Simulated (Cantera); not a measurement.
# Thermodynamics of titanium nitride, carbide and oxide coatings, feed Ti + H2 + H2O

Feed: 1 mol Ti, a varied amount of H2, 5.6 mol H2O, at 1773 K and 0.0610 bar.

These are equilibrium values from Cantera (NASA tables, ideal gas, pure condensed phases), not measurements of a reactor. Candidate condensed phases: H2O, Ti, TiO, TiO2, Ti2O3, Ti3O5, Ti4O7; 12 gas species. Mutual solubility and eutectic melting of coexisting phases are not modelled. Condensed phases not in the tables: Magnéli phases beyond Ti4O7. Gases not in the tables: TiO(OH)2. Kinetics and transport are ignored.

From 8.4 mol H2 to 31 mol H2 the condensed part is TiO2(rutile). At 41 mol H2 the condensed part is TiO2(rutile) + Ti4O7(s). At 53 mol H2 the condensed part is Ti4O7(s).

| n(H2) (mol) | x H2 | x H2O | x H | x OH | x TiO2 | n TiO2(rutile) | n Ti4O7(s) |
|---|---|---|---|---|---|---|---|
| 8.4 | 0.742 | 0.257 | 0.000992 | 2.13e-5 | 3.25e-8 | 1.00 | 0 |
| 11 | 0.782 | 0.217 | 0.00102 | 1.75e-5 | 3.25e-8 | 1.000 | 0 |
| 14 | 0.815 | 0.184 | 0.00104 | 1.45e-5 | 3.25e-8 | 1.000 | 0 |
| 18 | 0.846 | 0.152 | 0.00106 | 1.18e-5 | 3.25e-8 | 1.000 | 0 |
| 24 | 0.877 | 0.122 | 0.00108 | 9.26e-6 | 3.25e-8 | 1.000 | 0 |
| 31 | 0.901 | 0.0983 | 0.00109 | 7.39e-6 | 3.25e-8 | 1.000 | 0 |
| 41 | 0.917 | 0.0821 | 0.00110 | 6.12e-6 | 3.25e-8 | 0.0899 | 0.228 |
| 53 | 0.933 | 0.0657 | 0.00111 | 4.85e-6 | 3.06e-8 | 0 | 0.250 |
x: gas mole fraction; n: condensed amount in mol.
